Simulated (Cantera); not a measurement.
Feed: 1 mol CHF3, held at 100 Torr.

These are equilibrium values from Cantera (NASA tables, ideal gas, pure condensed phases), not measurements of a reactor. Candidate condensed phases: C, C6H6, C7H8, C8H18; 95 gas species. Gases not in the tables: C2F6 and larger saturated fluorocarbons. Rates play no part.

Which condensed phases are stable at each of these points (T (K)): 2525, 2625, 2725, 2825, 2925, 3025, 3125, 3225, 3325?


```
T (K)  condensed phases  C condensed (%)
-----  ----------------  ---------------
2525        C(graphite)             30.1
2625        C(graphite)             29.1
2725        C(graphite)             32.4
2825        C(graphite)             38.0
2925        C(graphite)             43.8
3025        C(graphite)             47.5
3125        C(graphite)             46.2
3225        C(graphite)             34.0
3325           gas only              0.0
```

From 2525 K to 3225 K the condensed part is C(graphite). At 3325 K nothing is condensed.
